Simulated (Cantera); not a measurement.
A perfectly stirred reactor is fed with 30.6 % H₂, 69.4 % O₂, at 2670 Pa; it is held at 1025 K, and followed from long to short residence time.

Computed with Cantera and the H2/O2 subset of GRI-Mech 3.0, which has no nitrogen chemistry. Radical loss at walls, strong at low pressure, is not modelled. The temperature is held fixed by assumption; the heat of reaction is taken as removed at once.

One state of this run: x H₂ = 0.000648; x O₂ = 0.639; x HO₂ = 1.06e-5; x H₂O = 0.360; x H = 3.70e-5. x: mole fraction; the columns are a selection and need not sum to one.

Q: Which value of τ (s) does it belong to?
A) 3.3
B) 0.0093
C) 0.77
D) 0.00011

A: A, 3.3
